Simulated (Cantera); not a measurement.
An isothermal, constant-pressure homogeneous reactor starts with 1.72 % CH4, 98.3 % H2, at 1700 K and 2.18 Torr.

Model: GRI-Mech 3.0 (53 species, 325 reactions), integrated in Cantera. GRI-Mech 3.0 stops at C3 and has no aromatics, soot or wall deposition, so with more carbon than oxygen in the feed, carbon stays in small species such as C2H2 where larger ones or solid carbon would form. Radical loss at walls, strong at low pressure, is not modelled.

x: mole fraction; the columns are a selection and need not sum to one.

```tsv
t (s)	x CH4	x H2	x C2H2	x CH3	x C2H4
4.00e-5	0.0172	0.983	<1e-12	4.04e-8	<1e-12
0.000123	0.0172	0.983	<1e-12	1.13e-7	<1e-12
0.000378	0.0172	0.983	<1e-12	2.86e-7	<1e-12
0.00116	0.0172	0.983	<1e-12	7.34e-7	2.04e-12
0.00357	0.0172	0.983	<1e-12	2.09e-6	5.36e-11
0.0110	0.0172	0.983	2.88e-11	6.24e-6	___
0.0337	0.0172	0.983	2.85e-9	1.90e-5	___
0.103	0.0172	0.983	3.08e-7	5.80e-5	___
0.318	0.0170	0.982	2.44e-5	0.000175	___
0.976	0.0154	0.982	0.000659	0.000409	___
3.00	0.00936	0.985	0.00368	0.000346	___
```

Problem. What belongs in the gaps?

Solution. 
- 0.0110, x C2H4: 1.48e-9
- 0.0337, x C2H4: 4.03e-8
- 0.103, x C2H4: 9.26e-7
- 0.318, x C2H4: 9.67e-6
- 0.976, x C2H4: 2.50e-5
- 3.00, x C2H4: 1.32e-5
